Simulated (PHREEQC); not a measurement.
**Buffer: an equilibrium model**

Consider water at 10 °C with 0.012 mol H3BO3, 0.0087 mol NH3 and 0.15 mol LiCl per kg of water. Closed to the air; pH follows from the charge balance.

Model: ion-association model, phreeqc.dat, run in PHREEQC.

Precipitation was switched off in this run.

Q: What pH, density does the model give?

A: pH 9.35; density 1.004 g/cm³.

Q: In which forms is N present?

A: NH4+ 78 %, NH3 22 % of the N.

Species that the database lacks are ignored. Away from 25 °C the constants follow the database's enthalpies or fits; those with neither stay at their 25 °C values.
